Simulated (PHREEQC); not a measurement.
# Acid rinse or clean

Consider water at 55 °C with 13 mmol/kgw HNO3, 0.31 mmol/kgw CuSO4 and 140 mmol/kgw MnSO4. Closed to the air; pH follows from the charge balance.

Equilibrium calculation in PHREEQC: ion-association model, phreeqc.dat.

Each row changes one thing in this solution. No solid was allowed to form.

```
case                                     pH  ionic strength (mol/kgw)  MnSO4 (mol/kgw)  Mn+2 (mol/kgw)  SO4-2 (mol/kgw)  HSO4- (mol/kgw)
-------------------------------------  ----  ------------------------  ---------------  --------------  ---------------  ---------------
as made                                2.60                     0.257           0.0742          0.0658           0.0562          0.00976
diluted 100-fold with water               …                   0.00482         0.000222         0.00118          0.00116          1.91e-5
CuSO4 from 0.00031 to 0.00062 mol/kgw  2.60                     0.258           0.0742          0.0658                …          0.00977
CuSO4 left out                         2.60                     0.257           0.0742          0.0658           0.0561          0.00976
```

Task: What belongs in the gaps?

Result: 
- diluted 100-fold with water, pH: 3.99
- CuSO4 from 0.00031 to 0.00062 mol/kgw, SO4-2 (mol/kgw): 0.0563

Complexes and solids missing from the database can't appear. At this temperature some constants are extrapolated from 25 °C, and those without enthalpy data are left unchanged.
